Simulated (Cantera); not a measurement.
Feed: 1 mol Fe₃O₄, 1.5 mol C, 1 mol N₂, held at 1 atm.

Equilibrium computed with Cantera from the NASA thermochemical tables; the gas is ideal and each condensed phase is pure. Candidate condensed phases: C, Fe, Fe(CO)₅, FeO, Fe₂O₃, Fe₃O₄; 27 gas species. Each liquid is taken as pure. Mutual solubility and eutectic melting of coexisting phases are not modelled. The tables' stoichiometric FeO is somewhat more stable than real wüstite, so its field is too wide. FeO: taken at fixed stoichiometry. Kinetics and transport are ignored. All values below are at 2100 °C.

Base state: CO 0.547, N₂ 0.395, CO₂ 0.0457, Fe 0.0118, FeO 0.000243, NO 4.23e-5, O 1.12e-5 (mole fractions); condensed: Fe(l) + FeO(l).

**Question.** What changes in the equilibrium state with this change: Fe₃O₄ replaced by Fe₂O₃?

**Answer.** 
```
species        before     after
-----------  --------  --------
CO              0.547     0.547
N₂              0.395     0.395
CO₂            0.0457    0.0457
NO            4.23e-5   4.23e-5
FeO          0.000243  0.000243
Fe             0.0118    0.0118
O             1.12e-5   1.12e-5
Fe(l), mol      0.586     0.586
FeO(l), mol      2.38      1.38
```
